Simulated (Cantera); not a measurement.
Charge: 1 mol SiCl4, 7 mol NH3, equilibrated at 775 K and 0.203 Torr.

Equilibrium computed with Cantera from the NASA thermochemical tables; the gas is ideal and each condensed phase is pure. Candidate condensed phases: NH4Cl, Si, Si3N4; 28 gas species. Kinetics and transport are ignored.

Q: What is the equilibrium state?

A: 
```json
{
  "x(H2)": "0.560",
  "x(HCl)": "0.251",
  "x(N2)": "0.187",
  "x(SiCl4)": "0.00252",
  "x(SiHCl3)": "3.64e-6",
  "n(Si3N4(s))": "0.320 mol",
  "gas_amount": "15.32 mol",
  "log10 activity of Si(s) (absent)": "-8.10"
}
```
